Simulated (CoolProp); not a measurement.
Model: reference Helmholtz-energy equation of state, Lemmon 2006, in CoolProp. It is a short technical equation, of lower accuracy than the large ones.

For C2F6 (R116), give the phase and the density (kg/m³), speed of sound (m/s), expansivity (1/kK), conductivity (mW/(m K)) at 272.5 K and 2.66 MPa; 318.1 K and 3.86 MPa.


- 272.5 K and 2.66 MPa: liquid; density 1170, speed of sound 238, expansivity 8.23, conductivity 46.5
- 318.1 K and 3.86 MPa: supercritical; density 350, speed of sound 98.5, expansivity 19.1, conductivity 23.8

Thermal conductivity comes from a separate model (Huber 2003), an estimate that may be off by 10 % or more.
